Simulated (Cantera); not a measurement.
Feed: 1 mol C, 3.7 mol H2O, 48 mol N2, equilibrated at 875 K and 0.100 bar.

Equilibrium computed with Cantera from the NASA thermochemical tables; the gas is ideal and each condensed phase is pure. Candidate condensed phases: C, C6H6, C7H8, C8H18, H2O; 136 gas species. Kinetics and transport are ignored.

Base state: N2 0.911, H2O 0.0371, H2 0.0331, CO2 0.0142, CO 0.00480 (mole fractions); condensed: gas only.

Q: What changes in the equilibrium state with this change: H2O from 3.7 to 1.9 mol?

A: 
```json
[
 {"species": "N2", "before": "0.911", "after": "0.943"},
 {"species": "H2", "before": "0.0331", "after": "0.0285"},
 {"species": "CO", "before": "0.00480", "after": "0.0108"},
 {"species": "H2O", "before": "0.0371", "after": "0.00884"},
 {"species": "CO2", "before": "0.0142", "after": "0.00884"}
]
```
